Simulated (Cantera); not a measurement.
Input: 1 mol Si3N4, 0.012 mol Si, 1.1 mol N2, equilibrated at 2323.15 K and 100 Torr.

Cantera equilibrium calculation (NASA polynomials, part measured and part estimated; ideal gas, pure solids and liquids). Candidate condensed phases: Si, Si3N4; 7 gas species. The tables' values for SiN are old estimates; treat these amounts as uncertain. Kinetics and transport are ignored.

Base state: N2 0.990, Si 0.00856, Si2N 0.000420, SiN 0.000418, Si2 0.000172, Si3 3.19e-5 (mole fractions); condensed: Si(l).

Task: What changes in the equilibrium state with this change: pressure from 100 Torr to 1.00 Torr?

Result: 
```tsv
species	before	after
N2	0.990	0.510
Si	0.00856	0.481
Si2	0.000172	0.00543
Si3	3.19e-5	0.000566
SiN	0.000418	0.00169
Si(l), mol	2.98	0
```
